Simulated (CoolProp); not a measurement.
Vapour-liquid equilibrium of dimethyl carbonate (1) + n-nonane (2) at 1.49 bar; x and y are mole fractions of (1).

The numbers come from the multi-fluid Helmholtz-energy mixture model, Zhou 2011 and Lemmon 2006; pair parameters Bell 2016 in CoolProp.

Question: Give the bubble temperature and the first vapour's composition at x = 0.5, 0.8, 0.95. Is there an azeotrope?

Answer: x = 0.5: 108.8 °C, y = 0.867; x = 0.8: 104.9 °C, y = 0.914; x = 0.95: 103.2 °C, y = 0.967. No azeotrope shows between x = 0.05 and 0.95.

Pair parameters are fitted to limited data, so mixtures are less certain than the pure fluids.
